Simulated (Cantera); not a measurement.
A counterflow diffusion flame at 623 Torr, nozzles 20 mm apart: fuel side 71.7 % CH4, 6.74 % C2H6, 21.5 % C3H8 at 425 K, oxidiser side 23.0 % O2, 77.0 % N2 at 425 K, fuel mass flux 0.78 times the oxidiser's; mixture-averaged transport, no radiation.

Model: GRI-Mech 3.0 (53 species, 325 reactions), integrated in Cantera. GRI-Mech 3.0 was tuned for natural gas; its chemistry of propane as a main component is partial and can be far from experiment. GRI-Mech 3.0 has no aromatics or soot, which form on the fuel side of real flames. The maximum strain rate includes the flame's own expansion and is several times the mean.

x: mole fraction; the columns are a selection and need not sum to one.

```json
[
 {"oxidiser flux (kg/m²/s)": "0.21", "max strain (1/s)": "___", "mean strain (1/s)": "30.6", "T max (K)": "2147", "peak x OH": "0.00949", "peak x H": "0.00509", "peak x NO": "0.000311", "peak x CO": "0.0668", "peak x C2H2": "0.0278"},
 {"oxidiser flux (kg/m²/s)": "0.26", "max strain (1/s)": "___", "mean strain (1/s)": "37.9", "T max (K)": "2136", "peak x OH": "0.00946", "peak x H": "0.00526", "peak x NO": "0.000296", "peak x CO": "0.0663", "peak x C2H2": "0.0270"},
 {"oxidiser flux (kg/m²/s)": "0.33", "max strain (1/s)": "___", "mean strain (1/s)": "48.1", "T max (K)": "2123", "peak x OH": "0.00941", "peak x H": "0.00545", "peak x NO": "0.000279", "peak x CO": "0.0657", "peak x C2H2": "0.0261"},
 {"oxidiser flux (kg/m²/s)": "0.42", "max strain (1/s)": "___", "mean strain (1/s)": "61.2", "T max (K)": "2111", "peak x OH": "0.00935", "peak x H": "0.00565", "peak x NO": "0.000262", "peak x CO": "0.0653", "peak x C2H2": "0.0252"},
 {"oxidiser flux (kg/m²/s)": "0.53", "max strain (1/s)": "___", "mean strain (1/s)": "77.2", "T max (K)": "2100", "peak x OH": "0.00929", "peak x H": "0.00584", "peak x NO": "0.000244", "peak x CO": "0.0650", "peak x C2H2": "0.0244"},
 {"oxidiser flux (kg/m²/s)": "0.68", "max strain (1/s)": "___", "mean strain (1/s)": "99.1", "T max (K)": "2088", "peak x OH": "0.00921", "peak x H": "0.00604", "peak x NO": "0.000224", "peak x CO": "0.0648", "peak x C2H2": "0.0234"},
 {"oxidiser flux (kg/m²/s)": "0.86", "max strain (1/s)": "___", "mean strain (1/s)": "125", "T max (K)": "2074", "peak x OH": "0.00908", "peak x H": "0.00620", "peak x NO": "0.000204", "peak x CO": "0.0646", "peak x C2H2": "0.0225"},
 {"oxidiser flux (kg/m²/s)": "1.1", "max strain (1/s)": "___", "mean strain (1/s)": "160", "T max (K)": "2059", "peak x OH": "0.00888", "peak x H": "0.00633", "peak x NO": "0.000180", "peak x CO": "0.0645", "peak x C2H2": "0.0213"},
 {"oxidiser flux (kg/m²/s)": "1.4", "max strain (1/s)": "___", "mean strain (1/s)": "204", "T max (K)": "2042", "peak x OH": "0.00863", "peak x H": "0.00643", "peak x NO": "0.000156", "peak x CO": "0.0645", "peak x C2H2": "0.0201"},
 {"oxidiser flux (kg/m²/s)": "1.7", "max strain (1/s)": "___", "mean strain (1/s)": "248", "T max (K)": "2026", "peak x OH": "0.00836", "peak x H": "0.00645", "peak x NO": "0.000136", "peak x CO": "0.0646", "peak x C2H2": "0.0189"}
]
```

Fill in the missing entries.


- 0.21, max strain (1/s): 179
- 0.26, max strain (1/s): 216
- 0.33, max strain (1/s): 267
- 0.42, max strain (1/s): 332
- 0.53, max strain (1/s): 409
- 0.68, max strain (1/s): 513
- 0.86, max strain (1/s): 636
- 1.1, max strain (1/s): 795
- 1.4, max strain (1/s): 990
- 1.7, max strain (1/s): 1180
